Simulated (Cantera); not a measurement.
Input: 1 mol acetone, 0.086 mol CO₂, 0.64 mol H₂, held at 31.0 Pa.

Cantera equilibrium calculation (NASA polynomials, part measured and part estimated; ideal gas, pure solids and liquids). Candidate condensed phases: C, C₆H₆, C₇H₈, C₈H₁₈, H₂O; 110 gas species. The feed counts by its element totals alone. Rates play no part.

Task: At 500 K, list the 5 most abundant gas species with their mole fractions, and the condensed phases.

Result: H₂ 0.485, H₂O 0.295, CH₄ 0.183, CO₂ 0.0368, CO 0.000442. Condensed: C(graphite).
